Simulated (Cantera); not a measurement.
Input: 1 mol Fe(CO)₅, 0.42 mol N₂, 0.077 mol H₂, at 900 K and 0.680 bar.

Cantera equilibrium calculation (NASA polynomials, part measured and part estimated; ideal gas, pure solids and liquids). Candidate condensed phases: C, C₆H₆, C₇H₈, C₈H₁₈, Fe, Fe(CO)₅, FeO, Fe(OH)₂, Fe(OH)₃, Fe₂O₃, Fe₃O₄, H₂O; 140 gas species. The tables' stoichiometric FeO is somewhat more stable than real wüstite, so its field is too wide. FeO: taken at fixed stoichiometry. Equilibrium is a limit: real reactors are often held back by kinetics, nucleation or transport.

Base state: CO₂ 0.480, CO 0.356, N₂ 0.139, H₂ 0.0160, H₂O 0.00939, CH₄ 5.43e-5 (mole fractions); condensed: C(graphite) + FeO(s).

Task: What changes in the equilibrium state with this change: Fe(CO)₅ replaced by Pb?

Result: 
```tsv
species	before	after
N₂	0.139	0.845
H₂	0.0160	0.155
NH₃	6.22e-7	4.61e-5
CO₂	0.480	0
CO	0.356	0
H₂O	0.00939	0
CH₄	5.43e-5	0
C(graphite), mol	2.48	0
FeO(s), mol	1.00	0
Pb(l), mol	0	1.000
```
Further candidate phases: Pb.

Task: What changes in the equilibrium state with this change: pressure from 0.680 bar to 0.0220 bar?

Result: 
```json
[
 {"species": "CO", "before": "0.356", "after": "0.820"},
 {"species": "N₂", "before": "0.139", "after": "0.0828"},
 {"species": "CO₂", "before": "0.480", "after": "0.0825"},
 {"species": "H₂", "before": "0.0160", "after": "0.0145"},
 {"species": "CH₄", "before": "5.43e-5", "after": "1.45e-6"},
 {"species": "H₂O", "before": "0.00939", "after": "0.000636"},
 {"species": "C(graphite), mol", "before": "2.48", "after": "0.422"},
 {"species": "FeO(s), mol", "before": "1.00", "after": "0"},
 {"species": "Fe(α), mol", "before": "0", "after": "1.00"}
]
```
Condensed phases not in the tables: cementite and carbon dissolved in iron.
